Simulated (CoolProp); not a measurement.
The fluid at 293.15 K and 0.407 MPa is compressed adiabatically to 1.98 MPa with isentropic efficiency 0.8. The same conditions are run with several fluids, on thermodynamics alone (safety and materials aside).

Computed with CoolProp (reference Helmholtz-energy equation of state of each fluid (C3F8 (R218): Lemmon 2006; R407C: Lemmon 2003; carbon dioxide: Span 1996; propylene: Lemmon 2013; C2F6 (R116): Lemmon 2006)). Blends and air are pseudo-pure fits.

```
fluid           work (kJ/kg)  final temperature (K)  final density (kg/m³)
--------------  ------------  ---------------------  ---------------------
C3F8 (R218)                …                  339.8                    211
R407C                   54.8                      …                      …
carbon dioxide             …                      …                   24.5
propylene                114                  376.2                      …
C2F6 (R116)                …                      …                    109
```

Fill in the missing entries.


- C3F8 (R218), work (kJ/kg): 21.4
- R407C, final temperature (K): 370.6
- R407C, final density (kg/m³): 65.5
- carbon dioxide, work (kJ/kg): 127
- carbon dioxide, final temperature (K): 438.4
- propylene, final density (kg/m³): 31.3
- C2F6 (R116), work (kJ/kg): 34.2
- C2F6 (R116), final temperature (K): 345.1
